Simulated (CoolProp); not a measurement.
Properties of nitrous oxide along the isobar 0.214 MPa (Tc = 36.4 °C, pc = 7.245 MPa, ω = 0.161).

Computed with CoolProp (reference Helmholtz-energy equation of state, Lemmon 2006). It is a short technical equation, of lower accuracy than the large ones.

| T (°C) | phase | density (kg/m³) | cv (kJ/(kg K)) | Joule-Thomson coefficient (K/MPa) | expansivity (1/kK) |
|---|---|---|---|---|---|
| -26.45 | gas | 4.691 | 0.6411 | 17.38 | 4.334 |
| -13.95 | gas | 4.451 | 0.6534 | [?] | 4.083 |
| -1.45 | gas | 4.235 | [?] | [?] | 3.865 |
| 11.15 | gas | 4.039 | 0.6784 | 12.21 | 3.670 |
| 23.65 | gas | 3.862 | 0.6906 | 11.03 | 3.497 |
| 36.15 | gas | 3.701 | [?] | [?] | 3.341 |
| 48.65 | gas | 3.552 | 0.7143 | 9.150 | 3.200 |
| 61.15 | gas | 3.416 | 0.7258 | [?] | 3.070 |

Some entries are withheld; supply them.


- -13.95, Joule-Thomson coefficient (K/MPa): 15.31
- -1.45, cv (kJ/(kg K)): 0.6658
- -1.45, Joule-Thomson coefficient (K/MPa): 13.62
- 36.15, cv (kJ/(kg K)): 0.7026
- 36.15, Joule-Thomson coefficient (K/MPa): 10.02
- 61.15, Joule-Thomson coefficient (K/MPa): 8.390
